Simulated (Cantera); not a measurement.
Charge: 1 mol AlN, 43 mol H2, held at 1748 K.

Method: chemical equilibrium by Gibbs-energy minimisation in Cantera with the NASA 1993 tables (ideal gas, pure condensed phases). Candidate condensed phases: Al, AlN; 13 gas species. Equilibrium is a limit: real reactors are often held back by kinetics, nucleation or transport.

x: gas mole fraction; n: condensed amount in mol.

```json
[
 {"P (Pa)": "1", "x H2": "0.899", "x H": "0.0685", "x Al": "0.0217", "x N2": "0.0109", "n AlN(s)": "0"},
 {"P (Pa)": "3.60", "x H2": "0.930", "x H": "0.0367", "x Al": "0.0220", "x N2": "0.0110", "n AlN(s)": "0"},
 {"P (Pa)": "13", "x H2": "0.947", "x H": "0.0195", "x Al": "0.0221", "x N2": "0.0111", "n AlN(s)": "0"},
 {"P (Pa)": "46", "x H2": "0.956", "x H": "0.0104", "x Al": "0.0221", "x N2": "0.0112", "n AlN(s)": "0"},
 {"P (Pa)": "170", "x H2": "0.973", "x H": "___", "x Al": "___", "x N2": "___", "n AlN(s)": "___"},
 {"P (Pa)": "600", "x H2": "0.991", "x H": "0.00294", "x Al": "0.00402", "x N2": "0.00209", "n AlN(s)": "0.819"},
 {"P (Pa)": "2200", "x H2": "0.997", "x H": "0.00154", "x Al": "0.00108", "x N2": "0.000583", "n AlN(s)": "0.950"},
 {"P (Pa)": "7700", "x H2": "0.999", "x H": "___", "x Al": "___", "x N2": "___", "n AlN(s)": "0.985"},
 {"P (Pa)": "28000", "x H2": "0.999", "x H": "0.000432", "x Al": "8.04e-5", "x N2": "5.13e-5", "n AlN(s)": "0.996"},
 {"P (Pa)": "100000", "x H2": "1.000", "x H": "0.000228", "x Al": "2.12e-5", "x N2": "1.61e-5", "n AlN(s)": "0.999"}
]
```

**Question.** Some entries are withheld; supply them.

**Answer.** 
- 7700, x H: 0.000823
- 7700, x Al: 0.000303
- 7700, x N2: 0.000174
- 170, x H: 0.00547
- 170, x Al: 0.0143
- 170, x N2: 0.00728
- 170, n AlN(s): 0.358
